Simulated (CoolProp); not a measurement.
Diethyl ether along the isotherm 520.4 K: Z from the reference equation and from simpler models built on Tc = 467.9 K, pc = 3717 kPa, ω = 0.282; each cubic takes its own stable root.

The numbers come from the reference Helmholtz-energy equation of state, Thol 2014 in CoolProp.

| p (kPa) | phase | reference |
|---|---|---|
| 116 | gas | 0.9928 |
| 232 | gas | 0.9854 |
| 348 | gas | 0.9780 |
| 465 | gas | 0.9704 |
| 581 | gas | 0.9628 |
| 697 | gas | 0.9551 |
| 813 | gas | 0.9473 |
| 929 | gas | 0.9395 |
| 1050 | gas | 0.9311 |
| 1160 | gas | 0.9235 |
| 1280 | gas | 0.9150 |
| 1390 | gas | 0.9071 |
| 1510 | gas | 0.8985 |
| 1630 | gas | 0.8897 |
| 1740 | gas | 0.8815 |
| 1860 | gas | 0.8725 |

How far does each simpler model (van der Waals, Soave-Redlich-Kwong) lie from the reference over these 16 states: mean and median of the absolute difference, and the worst?


- van der Waals: mean 0.1 %, median 0.1 %, worst +0.1 % at 520.4 K and 1740 kPa
- Soave-Redlich-Kwong: mean 0.1 %, median 0.1 %, worst +0.4 % at 520.4 K and 1860 kPa
